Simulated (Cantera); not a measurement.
# Aluminium nitride and oxide growth: Al(CH3)3 + N2 + H2

Input: 1 mol Al(CH3)3, 2.4 mol N2, 32 mol H2, held at 1973.15 K.

Equilibrium computed with Cantera from the NASA thermochemical tables; the gas is ideal and each condensed phase is pure. Candidate condensed phases: Al, AlN, C, C6H6, C7H8, C8H18; 97 gas species. The feed counts by its element totals alone. Rates play no part.

From 10.0 Pa to 1000 Pa the condensed part is C(graphite). From 4600 Pa to 100000 Pa the condensed part is AlN(s) + C(graphite). The main Al-bearing gas is Al throughout.

```json
[
 {"P (Pa)": "10", "x H2": "0.797", "x H": "0.121", "x N2": "0.0551", "x Al": "0.0235", "x HCN": "0.00278", "x AlH": "6.23e-5", "x C2H2 (acetylene)": "0.000511", "x CH4": "2.90e-8", "n C(graphite)": "2.83", "n AlN(s)": "0"},
 {"P (Pa)": "46", "x H2": "0.857", "x H": "0.0583", "x N2": "0.0569", "x Al": "0.0242", "x HCN": "0.00292", "x AlH": "0.000143", "x C2H2 (acetylene)": "0.000549", "x CH4": "1.54e-7", "n C(graphite)": "2.83", "n AlN(s)": "0"},
 {"P (Pa)": "220", "x H2": "0.887", "x H": "0.0271", "x N2": "0.0578", "x Al": "0.0244", "x HCN": "0.00300", "x AlH": "0.000320", "x C2H2 (acetylene)": "0.000569", "x CH4": "7.89e-7", "n C(graphite)": "2.83", "n AlN(s)": "0"},
 {"P (Pa)": "1000", "x H2": "0.900", "x H": "0.0128", "x N2": "0.0582", "x Al": "0.0242", "x HCN": "0.00303", "x AlH": "0.000682", "x C2H2 (acetylene)": "0.000577", "x CH4": "3.70e-6", "n C(graphite)": "2.83", "n AlN(s)": "0"},
 {"P (Pa)": "4600", "x H2": "0.934", "x H": "0.00609", "x N2": "0.0503", "x Al": "0.00553", "x HCN": "0.00287", "x AlH": "0.000340", "x C2H2 (acetylene)": "0.000599", "x CH4": "1.83e-5", "n C(graphite)": "2.83", "n AlN(s)": "0.772"},
 {"P (Pa)": "22000", "x H2": "0.945", "x H": "0.00280", "x N2": "0.0482", "x Al": "0.000541", "x HCN": "0.00283", "x AlH": "7.31e-5", "x C2H2 (acetylene)": "0.000606", "x CH4": "8.96e-5", "n C(graphite)": "2.83", "n AlN(s)": "0.976"},
 {"P (Pa)": "100000", "x H2": "0.947", "x H": "0.00131", "x N2": "0.0480", "x Al": "5.59e-5", "x HCN": "0.00282", "x AlH": "1.61e-5", "x C2H2 (acetylene)": "0.000607", "x CH4": "0.000409", "n C(graphite)": "2.82", "n AlN(s)": "0.997"}
]
```
x: gas mole fraction; n: condensed amount in mol.
